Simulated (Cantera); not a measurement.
An isothermal, constant-pressure homogeneous reactor starts with C2H6 : N2 = 1 : 9.5 (molar parts), at 1450 K and 12.8 Torr. Integrator tolerance rtol = 1e-08.

Computed with Cantera and GRI-Mech 3.0 (53 species, 325 reactions). GRI-Mech 3.0 stops at C3 and has no aromatics, soot or wall deposition, so with more carbon than oxygen in the feed, carbon stays in small species such as C2H2 where larger ones or solid carbon would form. Radical loss at walls, strong at low pressure, is not modelled.

Problem. What does this change do: temperature 1450 to 1400 K?

Solution. 
```csv
quantity,before,after
x(C2H6) at 20.0 s,2.37e-6 (gas-phase equilibrium 1.77e-9),2.54e-6 (gas-phase equilibrium 4.82e-9)
x(H2) at 20.0 s,0.130 (gas-phase equilibrium 0.160),0.123 (gas-phase equilibrium 0.159)
x(CH3) at 20.0 s,5.28e-5 (gas-phase equilibrium 1.18e-6),3.12e-5 (gas-phase equilibrium 1.11e-6)
x(C2H2) at 20.0 s,0.0704 (gas-phase equilibrium 0.0398),0.0681 (gas-phase equilibrium 0.0410)
x(H) at 20.0 s,1.52e-5 (gas-phase equilibrium 2.92e-5),6.89e-6 (gas-phase equilibrium 1.50e-5)
```
